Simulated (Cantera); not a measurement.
**Dilute partial oxidation**

An isothermal, constant-pressure homogeneous reactor starts with CH4 : O2 : N2 = 0.0023 : 0.002 : 1 (molar parts), at 1300 K and 110000 Pa.

Model: GRI-Mech 3.0 (53 species, 325 reactions), integrated in Cantera.

| t (s) | x CH4 | x O2 | x N2O | x C2H | x C2H4 | x CH2 |
|---|---|---|---|---|---|---|
| 2.00e-6 | 0.00229 | 0.00199 | <1e-12 | <1e-12 | <1e-12 | <1e-12 |
| 6.91e-6 | 0.00229 | 0.00199 | <1e-12 | <1e-12 | <1e-12 | <1e-12 |
| 2.39e-5 | 0.00229 | 0.00199 | <1e-12 | <1e-12 | <1e-12 | <1e-12 |
| 8.25e-5 | 0.00229 | 0.00199 | <1e-12 | <1e-12 | <1e-12 | <1e-12 |
| 0.000285 | 0.00229 | 0.00199 | <1e-12 | <1e-12 | <1e-12 | <1e-12 |
| 0.000985 | 0.00229 | 0.00199 | <1e-12 | <1e-12 | <1e-12 | <1e-12 |
| 0.00340 | 0.00229 | 0.00199 | <1e-12 | <1e-12 | 6.97e-12 | <1e-12 |
| 0.0118 | 0.00229 | 0.00199 | 2.48e-12 | <1e-12 | 3.31e-10 | <1e-12 |
| 0.0406 | 0.00229 | 0.00199 | 1.01e-11 | <1e-12 | 1.08e-8 | <1e-12 |
| 0.140 | 0.00228 | 0.00199 | 4.10e-11 | <1e-12 | 1.57e-7 | 1.31e-12 |
| 0.485 | 0.00225 | 0.00197 | 2.26e-10 | <1e-12 | 2.84e-6 | 7.58e-12 |
| 1.68 | 0.00174 | 0.00168 | 2.06e-9 | 3.18e-12 | 9.56e-5 | 3.09e-10 |
| 5.79 | 0.000245 | 1.01e-5 | 5.13e-11 | 6.88e-12 | 3.15e-6 | 6.10e-11 |
| 20.0 | 0.000242 | 5.83e-7 | 1.13e-12 | 2.84e-12 | 1.51e-6 | 5.20e-12 |
x: mole fraction; the columns are a selection and need not sum to one.

Equilibrium at this temperature and pressure: CH4 4.43e-12, O2 <1e-12, N2O <1e-12, C2H <1e-12, C2H4 <1e-12, CH2 <1e-12 (gas phase only).
